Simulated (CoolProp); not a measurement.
Vapour-liquid equilibrium of R22 (1) + c-C4F8 (RC318) (2) at 260 K; x and y are mole fractions of (1).

The numbers come from the multi-fluid Helmholtz-energy mixture model, Kamei 1995 and Platzer 1990; pair parameters Bell 2016 in CoolProp. This equation is an older, rougher fit; its heat capacities, sound speeds and derivatives of the liquid may be far off and weren't checked against measurements.

| x | bubble pressure, mixture model (bar) | bubble pressure, Raoult's law (bar) | y, mixture model | y, Raoult's law |
|---|---|---|---|---|
| 0.05 | 0.8278 | 0.8667 | 0.146 | 0.183 |
| 0.15 | 1.129 | 1.109 | 0.451 | 0.429 |
| 0.25 | 1.561 | 1.351 | 0.658 | 0.586 |
| 0.35 | 2.011 | 1.594 | 0.772 | 0.696 |
| 0.45 | 2.384 | 1.836 | 0.832 | 0.777 |
| 0.55 | 2.645 | 2.079 | 0.867 | 0.839 |
| 0.65 | 2.813 | 2.321 | 0.888 | 0.888 |
| 0.75 | 2.930 | 2.563 | 0.906 | 0.927 |
| 0.85 | 3.032 | 2.806 | 0.927 | 0.960 |
| 0.95 | 3.132 | 3.048 | 0.966 | 0.988 |

The largest gap from Raoult's law is +29.8 % in bubble pressure, at x = 0.45. No azeotrope shows between x = 0.05 and 0.95.

Pair parameters are fitted to limited data, so mixtures are less certain than the pure fluids. The gap from Raoult's law changes sign with composition, which may be real or a fault of the pair parameters; it wasn't checked against measurements.
